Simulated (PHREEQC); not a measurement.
Dissolve 0.0015 mol NiSO4 and 0.0005 mol NaH2PO4 per kg of water at 25 °C. Closed to the air; pH follows from the charge balance.

All values are PHREEQC results (ion-association model, wateq4f.dat), not measurements.

```json
[
 {"quantity": "pH", "before": "5.25", "after": "5.60"},
 {"quantity": "ionic strength (mol/kgw)", "before": "0.00579", "after": "0.00126"},
 {"quantity": "Ni+2 (mol/kgw)", "before": "0.00132", "after": "0.000288"},
 {"quantity": "SO4-2 (mol/kgw)", "before": "0.00132", "after": "0.000288"},
 {"quantity": "NiSO4 (mol/kgw)", "before": "0.000179", "after": "1.18e-5"},
 {"quantity": "HPO4-2 (mol/kgw)", "before": "6.93e-6", "after": "2.70e-6"},
 {"quantity": "SI of Morenosite (NiSO4:7H2O)", "before": "-3.68", "after": "-4.86"}
]
```

Which change was made?
A. diluted 5-fold with water
B. diluted 2-fold with water
C. temperature from 25 to 80 °C

A, diluted 5-fold with water

No solid was allowed to form. H3PO4, which wateq4f.dat lacks, is added to it with the constant of phreeqc.dat. The database has no phosphate complexes of Ni.
